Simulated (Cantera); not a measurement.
A Cantera script and its output.

```python
import numpy as np
import cantera as ct

gas = ct.Solution("gri30.yaml")
gas.TPX = 1148, 101325, {'N2O': 1, 'H2': 0.023, 'N2': 0.67}
reactor = ct.IdealGasConstPressureReactor(gas, energy="off", clone=False)
net = ct.ReactorNet([reactor])
net.rtol, net.atol = 1e-08, 1e-18
show = ['N2O', 'H2', 'O', 'NO2', 'O2']
times = np.geomspace(9e-06, 1, 13)

steps = ct.SolutionArray(gas, extra=["t"])
rows = []
print(f"{'t/s':>10s}{'T/K':>9s}{'P/Pa':>11s}" + "".join(f"{s:>11s}" for s in show))
for t in times:
    while net.time < t:
        t_next = net.step()
        steps.append(gas.state, t=t_next)
    rows.append([np.interp(t, steps.t, y) for y in (steps.T, steps.P, *steps(*show).X.T)])
    print(f"{t:10.3e}{rows[-1][0]:9.1f}{rows[-1][1]:11.4g}" + "".join(f"{x:11.3e}" for x in rows[-1][2:]))
rate = np.gradient(steps.T, steps.t)
print("integrator steps:", len(steps.t))
if steps.T.max() > steps.T[0] + 200:
    print(f"time of steepest temperature rise: {steps.t[rate.argmax()]:.4e} s")
gas.TPX = 1148, 101325, {'N2O': 1, 'H2': 0.023, 'N2': 0.67}
gas.equilibrate("TP")
print(f"equilibrium (TP): T = {gas.T:.1f} K  " + "  ".join(f"{s} {gas[s].X[0]:.3e}" for s in show))
```

Output:

```
       t/s      T/K       P/Pa        N2O         H2          O        NO2         O2
 9.000e-06   1148.0  1.013e+05  5.907e-01  1.359e-02  3.098e-07  1.384e-14  1.305e-07
 2.370e-05   1148.0  1.013e+05  5.907e-01  1.358e-02  4.067e-07  3.882e-13  5.540e-07
 6.240e-05   1148.0  1.013e+05  5.906e-01  1.357e-02  4.187e-07  1.773e-11  1.796e-06
 1.643e-04   1148.0  1.013e+05  5.905e-01  1.347e-02  4.205e-07  1.162e-09  5.127e-06
 4.327e-04   1148.0  1.013e+05  5.899e-01  1.292e-02  4.520e-07  4.045e-08  1.480e-05
 1.139e-03   1148.0  1.013e+05  5.875e-01  1.058e-02  5.597e-07  2.563e-07  4.846e-05
 3.000e-03   1148.0  1.013e+05  5.823e-01  5.705e-03  6.269e-07  1.182e-06  1.504e-04
 7.900e-03   1148.0  1.013e+05  5.774e-01  1.618e-03  7.093e-07  7.269e-06  4.327e-04
 2.080e-02   1148.0  1.013e+05  5.738e-01  2.155e-04  7.413e-07  3.625e-05  1.185e-03
 5.477e-02   1148.0  1.013e+05  5.680e-01  4.885e-06  7.213e-07  1.072e-04  3.159e-03
 1.442e-01   1148.0  1.013e+05  5.537e-01  1.127e-08  6.899e-07  1.845e-04  8.253e-03
 3.798e-01   1148.0  1.013e+05  5.186e-01  8.007e-09  6.560e-07  2.421e-04  2.086e-02
 1.000e+00   1148.0  1.013e+05  4.401e-01  6.481e-09  6.002e-07  2.912e-04  4.915e-02
integrator steps: 1777
equilibrium (TP): T = 1148.0 K  N2O 9.503e-09  H2 9.149e-11  O 3.755e-09  NO2 3.004e-06  O2 2.239e-01
```

Cantera simulation using GRI-Mech 3.0 (53 species, 325 reactions); the numbers are that mechanism's predictions, not measurements. GRI-Mech 3.0 was tuned for natural gas; its chemistry of N2O as a main component is partial and can be far from experiment. The mechanism lacks the step 2 NO + O2 → 2 NO2, which can matter for NO2 below about 1400 K. The temperature is held fixed by assumption; the heat of reaction is taken as removed at once.
